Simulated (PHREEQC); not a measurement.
0.79 g of hydrous ferric oxide (600 m²/g; 0.2 weak and 0.005 strong sites per Fe, Dzombak-Morel constants, diffuse double layer) in 1 kg of water with 0.1 mol/kgw of an inert sodium salt and 2.2e-06 mol/kgw ZnCl2, at 25 °C; the pH is set by adding NaOH or the inert anion's acid. Oxygen alone is held at its pressure in air (log pO2 = -0.68). The system is closed to CO2. No solid was allowed to form.

The series has 13 steps of pH, from 3 to 11.

Model: ion-association model, wateq4f.dat, run in PHREEQC.

Question: Near which pH is half of the Zn sorbed, and on which side is more sorbed?

Answer: Near pH 5.7, with more sorbed at higher pH.

The oxide is taken as insoluble; below pH 4 it would dissolve.
